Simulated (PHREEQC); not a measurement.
Make-up at 25 °C: 0.022 mol/kgw CuSO4, 0.022 mol/kgw HNO3 and 0.0013 mol/kgw NaCl. Closed to the air; pH follows from the charge balance.

The numbers come from PHREEQC with the ion-association model, wateq4f.dat.

Each row changes one thing in this solution. No solid was allowed to form.

```json
[
 {"case": "as made", "pH": "1.89", "ionic strength (mol/kgw)": "0.0756", "Cu+2 (mol/kgw)": "0.0163", "SO4-2 (mol/kgw)": "0.00987", "HSO4- (mol/kgw)": "0.00642", "CuSO4 (mol/kgw)": "0.00569", "SI of Chalcanthite (CuSO4:5H2O)": "-1.91", "SI of Tenorite (CuO)": "-6.00"},
 {"case": "diluted 5-fold with water", "pH": "2.48", "ionic strength (mol/kgw)": "0.0178", "Cu+2 (mol/kgw)": "0.00361", "SO4-2 (mol/kgw)": "0.00296", "HSO4- (mol/kgw)": "0.000655", "CuSO4 (mol/kgw)": "0.000789", "SI of Chalcanthite (CuSO4:5H2O)": "-2.77", "SI of Tenorite (CuO)": "-5.33"},
 {"case": "CuSO4 from 0.022 to 0.011 mol/kgw", "pH": "1.82", "ionic strength (mol/kgw)": "0.0512", "Cu+2 (mol/kgw)": "0.00902", "SO4-2 (mol/kgw)": "0.00492", "HSO4- (mol/kgw)": "0.00409", "CuSO4 (mol/kgw)": "0.00197", "SI of Chalcanthite (CuSO4:5H2O)": "-2.37", "SI of Tenorite (CuO)": "-6.35"},
 {"case": "CuSO4 from 0.022 to 0.11 mol/kgw", "pH": "2.14", "ionic strength (mol/kgw)": "0.243", "Cu+2 (mol/kgw)": "0.0615", "SO4-2 (mol/kgw)": "0.0486", "HSO4- (mol/kgw)": "0.0129", "CuSO4 (mol/kgw)": "0.0484", "SI of Chalcanthite (CuSO4:5H2O)": "-0.97", "SI of Tenorite (CuO)": "-5.06"},
 {"case": "NaCl from 0.0013 to 0.00195 mol/kgw", "pH": "1.89", "ionic strength (mol/kgw)": "0.0763", "Cu+2 (mol/kgw)": "0.0163", "SO4-2 (mol/kgw)": "0.00988", "HSO4- (mol/kgw)": "0.00641", "CuSO4 (mol/kgw)": "0.00567", "SI of Chalcanthite (CuSO4:5H2O)": "-1.91", "SI of Tenorite (CuO)": "-6.00"},
 {"case": "temperature from 25 to 35 °C", "pH": "1.91", "ionic strength (mol/kgw)": "0.0745", "Cu+2 (mol/kgw)": "0.0163", "SO4-2 (mol/kgw)": "0.00924", "HSO4- (mol/kgw)": "0.00713", "CuSO4 (mol/kgw)": "0.00561", "SI of Chalcanthite (CuSO4:5H2O)": "-1.98", "SI of Tenorite (CuO)": "-5.60"}
]
```
